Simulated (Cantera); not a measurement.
Adiabatic ignition

An adiabatic, constant-volume homogeneous reactor starts with 8.96 % CO, 2.24 % H2, 18.6 % O2, 70.2 % N2, equivalence ratio 0.30, at 1148 K and 375 Torr.

Computed with Cantera and GRI-Mech 3.0 (53 species, 325 reactions).

| t (s) | T (K) | P (bar) | x CO | x H2 | x O2 | x H2O2 | x HO2 |
|---|---|---|---|---|---|---|---|
| 5.00e-6 | 1148 | 0.500 | 0.0896 | 0.0224 | 0.186 | <1e-12 | 2.72e-10 |
| 1.58e-5 | 1148 | 0.500 | 0.0896 | 0.0224 | 0.186 | <1e-12 | 1.06e-9 |
| 5.00e-5 | 1148 | 0.500 | 0.0896 | 0.0224 | 0.186 | 6.84e-12 | 1.15e-8 |
| 0.000158 | 1148 | 0.500 | 0.0896 | 0.0223 | 0.186 | 2.24e-8 | 1.13e-5 |
| 0.000500 | 1739 | 0.736 | 0.0255 | 0.00106 | 0.138 | 2.08e-7 | 1.10e-5 |
| 0.00158 | 2116 | 0.876 | 0.00604 | 0.000271 | 0.137 | 3.65e-8 | 2.30e-6 |
| 0.00500 | 2190 | 0.902 | 0.00179 | 8.10e-5 | 0.137 | 2.61e-8 | 1.90e-6 |
| 0.0158 | 2194 | 0.904 | 0.00154 | 7.06e-5 | 0.137 | 2.65e-8 | 1.95e-6 |
| 0.0500 | 2192 | 0.903 | 0.00152 | 6.98e-5 | 0.137 | 2.63e-8 | 1.93e-6 |
| 0.158 | 2186 | 0.900 | 0.00147 | 6.78e-5 | 0.136 | 2.58e-8 | 1.88e-6 |
| 0.500 | 2176 | 0.896 | 0.00139 | 6.46e-5 | 0.134 | 2.49e-8 | 1.80e-6 |
| 1.58 | 2172 | 0.895 | 0.00135 | 6.31e-5 | 0.133 | 2.46e-8 | 1.77e-6 |
| 5.00 | 2172 | 0.894 | 0.00135 | 6.31e-5 | 0.133 | 2.45e-8 | 1.77e-6 |
x: mole fraction; the columns are a selection and need not sum to one.

```yaml
time_of_steepest_temperature_rise: 0.267 ms
temperature at 5.00 s: 2172 K
equilibrium_temperature: 2172 K
x(CO) at 5.00 s: 0.00135 (gas-phase equilibrium 0.00135)
x(H2) at 5.00 s: 6.31e-5 (gas-phase equilibrium 6.31e-5)
x(O2) at 5.00 s: 0.133 (gas-phase equilibrium 0.133)
```
